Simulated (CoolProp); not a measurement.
CHF3 (R23) along the isotherm 49.05 °C: Z from the reference equation and from simpler models built on Tc = 26.1 °C, pc = 4.832 MPa, ω = 0.263; each cubic takes its own stable root.

Model: reference Helmholtz-energy equation of state, Penoncello 2003, in CoolProp.

```csv
p (MPa),phase,reference,van der Waals,Redlich-Kwong
0.268,gas,0.9843,0.9861,0.9846
0.537,gas,0.9683,0.9718,0.9689
0.805,gas,…,…,0.9530
1.07,gas,…,0.9425,0.9369
1.34,gas,0.9187,0.9271,0.9203
1.61,gas,0.9014,0.9112,…
1.88,gas,0.8837,0.8949,0.8858
2.15,gas,0.8656,0.8780,0.8680
2.42,gas,0.8471,…,0.8497
```

### Question
What belongs in the gaps?

### Answer

- 0.805, reference: 0.9521
- 0.805, van der Waals: 0.9573
- 1.07, reference: 0.9357
- 1.61, Redlich-Kwong: 0.9032
- 2.42, van der Waals: 0.8606
